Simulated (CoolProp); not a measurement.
A closed Brayton cycle with dry air: compressor inlet 321.15 K and 3.7 MPa, high pressure 12.5 MPa, turbine inlet 715 K, compressor efficiency 0.8, turbine efficiency 0.85, recuperator effectiveness 0 (on enthalpy, no pinch check). Each further row changes one setting.

Model: reference Helmholtz-energy equation of state, Lemmon 2000, in CoolProp. It is a pseudo-pure fit of the blend.

| case | thermal efficiency (%) | net work (kJ/kg) | compressor to turbine work | compressor exit (K) | turbine exit (K) |
|---|---|---|---|---|---|
| as stated | ___ | 14.5 | 0.92 | 488.3 | 543.1 |
| turbine inlet 665 K | ___ | 1.20 | 0.99 | 488.3 | ___ |
| compressor inlet 331.15 K | ___ | 8.96 | 0.95 | 503.2 | 543.1 |
| high pressure 10.6 MPa | 7.3 | ___ | ___ | ___ | 563.6 |
| recuperator effectiveness 0.5 | 6.7 | 14.5 | 0.92 | 488.3 | 543.1 |

Question: Complete the blanks.

Answer: 
- as stated, thermal efficiency (%): 5.9
- turbine inlet 665 K, thermal efficiency (%): 0.6
- turbine inlet 665 K, turbine exit (K): 503.5
- compressor inlet 331.15 K, thermal efficiency (%): 3.9
- high pressure 10.6 MPa, net work (kJ/kg): 19.9
- high pressure 10.6 MPa, compressor to turbine work: 0.88
- high pressure 10.6 MPa, compressor exit (K): 462.3
